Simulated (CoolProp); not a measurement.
Vapour-liquid equilibrium of CH2F2 (R32) (1) + R227EA (2) at 3.53 bar; x and y are mole fractions of (1).

Computed with CoolProp (multi-fluid Helmholtz-energy mixture model, Tillner-Roth 1997 and Lemmon 2016; pair parameters Bell 2016).

```csv
x,"bubble temperature, mixture model (°C)","bubble temperature, Raoult's law (°C)","y, mixture model","y, Raoult's law"
0.05,12.5,12.9,0.164,0.171
0.125,6.4,7.5,0.362,0.364
0.2,1.1,3.0,0.510,0.506
0.275,-3.5,-1.0,0.619,0.613
0.35,-7.3,-4.5,0.699,0.697
0.425,-10.4,-7.6,0.759,0.762
0.5,-13.0,-10.3,0.805,0.815
0.575,-15.1,-12.9,0.842,0.859
0.65,-17.0,-15.1,0.873,0.894
0.725,-18.6,-17.2,0.901,0.924
0.8,-20.1,-19.2,0.927,0.949
0.875,-21.5,-20.9,0.953,0.971
0.95,-22.8,-22.6,0.980,0.989
```

The largest gap from Raoult's law is -2.8 K in bubble temperature, at x = 0.425. No azeotrope shows between x = 0.05 and 0.95.

Pair parameters are fitted to limited data, so mixtures are less certain than the pure fluids.
